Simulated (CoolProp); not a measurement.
Vapour-liquid equilibrium of nitrogen (1) + methane (2) at 116.4 K; x and y are mole fractions of (1).

The numbers come from the multi-fluid Helmholtz-energy mixture model, Span 2000 and Setzmann 1991; pair parameters Kunz 2012 in CoolProp.

```tsv
x	bubble pressure, mixture model (MPa)	bubble pressure, Raoult's law (MPa)	y, mixture model	y, Raoult's law
0.05	___	0.2441	0.493	0.427
0.15	0.5414	0.4381	0.731	0.714
0.25	0.7516	0.6320	0.812	0.825
0.35	0.9336	0.8260	0.854	0.884
0.45	1.097	1.020	___	0.921
0.55	1.251	1.214	0.903	0.945
0.65	___	1.408	___	0.963
0.75	___	1.602	0.941	0.977
0.85	___	1.796	0.961	0.988
0.95	1.960	1.990	___	0.996
```

**Question.** Fill in the missing entries.

**Answer.** 
- 0.05, bubble pressure, mixture model (MPa): 0.2917
- 0.45, y, mixture model: 0.882
- 0.65, bubble pressure, mixture model (MPa): 1.404
- 0.65, y, mixture model: 0.922
- 0.75, bubble pressure, mixture model (MPa): 1.566
- 0.85, bubble pressure, mixture model (MPa): 1.746
- 0.95, y, mixture model: 0.985

The largest gap from Raoult's law is +23.6 % in bubble pressure, at x = 0.15. No azeotrope shows between x = 0.05 and 0.95.

The pair parameters rest on a limited set of measurements; away from them the model extrapolates. The gap from Raoult's law changes sign with composition, which may be real or a fault of the pair parameters; it wasn't checked against measurements.
